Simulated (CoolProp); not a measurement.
Computed with CoolProp (reference Helmholtz-energy equation of state, de Reuck 1993).

Give the vapour pressure (kPa), vapour density (kg/m³), liquid cp (kJ/(kg K)), vapour viscosity (µPa s) of saturated methanol at 138.45 °C.


```tsv
T (°C)	p (kPa)	vapour density (kg/m³)	liquid cp (kJ/(kg K))	vapour viscosity (µPa s)
138.45	1050	11.9	3.65	12.8
```

Viscosity comes from a separate model (Xiang 2006).
